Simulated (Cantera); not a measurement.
A freely propagating, adiabatic, planar premixed flame of CH3OH : O2 : N2 = 1 : 1.5 : 5.64 (molar parts), equivalence ratio 1.0, unburnt at 700 K and 9.87 atm; mixture-averaged transport, grid criteria slope 0.08 and curve 0.16, no radiation.

Computed with Cantera and GRI-Mech 3.0 (53 species, 325 reactions). GRI-Mech 3.0 was tuned for natural gas; its chemistry of methanol as a main component is partial and can be far from experiment. Burning velocities carry a grid error of a few per cent, more on coarse grids.

**Question.** Predict: laminar burning velocity; thermal thickness; peak x(CH2O); peak x(C2H4); peak x(CH2).

**Answer.** laminar burning velocity: 106 cm/s
thermal thickness: 0.0391 mm
peak x(CH2O): 0.0102
peak x(C2H4): 5.22e-7
peak x(CH2): 4.55e-6
